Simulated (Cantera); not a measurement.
Mixture: 4.88 % CH4, 1.71 % H2, 19.7 % O2, 73.7 % N2, equivalence ratio 0.54, at 500000 Pa, adiabatic and at constant volume. Ignition delay is the time to a rise of 400 K.

Computed with Cantera and GRI-Mech 3.0 (53 species, 325 reactions). Below about 1000 K GRI-Mech 3.0 lacks low-temperature oxidation paths. Below about 950 K walls govern HO2 and H2O2 in real vessels.

Q: Predict: delay at 900 K; delay at 1000 K; delay at 1100 K; delay at 1200 K; apparent activation energy between 1150 and 1250 K.

A: 
| Property | Value |
|---|---|
| delay at 900 K | 0.332 s |
| delay at 1000 K | 20.6 ms |
| delay at 1100 K | 2.45 ms |
| delay at 1200 K | 0.737 ms |
| apparent activation energy between 1150 and 1250 K | 120 kJ/mol |
